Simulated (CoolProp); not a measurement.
Normal hydrogen at 872.22 K and 0.78 MPa flows at 1.5 m/s in a round tube of 2 mm bore and 15 µm roughness, fully developed (64/Re and Nu = 3.66 if laminar; Colebrook and Gnielinski if turbulent). Each further row changes one setting.

Model: reference Helmholtz-energy equation of state, Leachman 2009, in CoolProp.

```csv
case,Reynolds number,Darcy friction factor,pressure drop (Pa/m),heat-transfer coefficient (W/(m² K)),mass flow (kg/h)
as stated,34.5,(withheld),(withheld),753,(withheld)
velocity 3 m/s,69.0,0.927,(withheld),753,(withheld)
diameter 4 mm,69.0,0.927,(withheld),(withheld),(withheld)
```

### Question
Fill in the missing entries.

### Answer

- as stated, Darcy friction factor: 1.85
- as stated, pressure drop (Pa/m): 226
- as stated, mass flow (kg/h): 0.00367
- velocity 3 m/s, pressure drop (Pa/m): 452
- velocity 3 m/s, mass flow (kg/h): 0.00734
- diameter 4 mm, pressure drop (Pa/m): 56.4
- diameter 4 mm, heat-transfer coefficient (W/(m² K)): 377
- diameter 4 mm, mass flow (kg/h): 0.0147

Viscosity comes from a separate model (Muzny 2013). Thermal conductivity comes from a separate model (Assael 2011).
